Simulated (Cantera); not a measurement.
Input: 1 mol CaO, 5.6 mol F2, 1.6 mol O2, equilibrated at 1048 K and 0.0300 Torr.

These are equilibrium values from Cantera (NASA tables, ideal gas, pure condensed phases), not measurements of a reactor. Candidate condensed phases: Ca, CaF2, CaO; 13 gas species. Kinetics and transport are ignored.

Base state: F 0.813, O2 0.186, F2 0.00111 (mole fractions); condensed: CaF2(s).

Question: What changes in the equilibrium state with this change: temperature from 1048 K to 1375 K?

Answer: 
```tsv
species	before	after
F	0.813	0.812
O2	0.186	0.185
CaF2	3.27e-8	0.00287
F2	0.00111	1.20e-5
O	4.32e-8	4.33e-5
CaF2(s), mol	1.00	0.967
```
